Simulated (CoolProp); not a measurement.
Vapour-liquid equilibrium of R113 (1) + n-heptane (2) at 0.00881 MPa; x and y are mole fractions of (1).

Model: multi-fluid Helmholtz-energy mixture model, Marx 1992 and Span 2003; pair parameters Bell 2016, in CoolProp.

| x | bubble temperature (K) | y at the bubble point | dew temperature at overall composition x (K) | liquid density (mol/L) |
|---|---|---|---|---|
| 0.05 | 298.2 | 0.339 | 304.8 | 6.845 |
| 0.2 | 284.0 | 0.733 | 301.6 | 7.174 |
| 0.35 | 276.4 | 0.856 | 297.9 | 7.464 |
| 0.5 | 271.7 | 0.912 | 293.5 | 7.748 |
| 0.65 | 268.4 | 0.945 | 287.9 | 8.037 |
| 0.8 | 265.8 | 0.970 | 280.3 | 8.342 |
| 0.95 | 263.4 | 0.992 | 267.9 | 8.669 |

No azeotrope shows between x = 0.05 and 0.95.

The pair parameters rest on a limited set of measurements; away from them the model extrapolates.
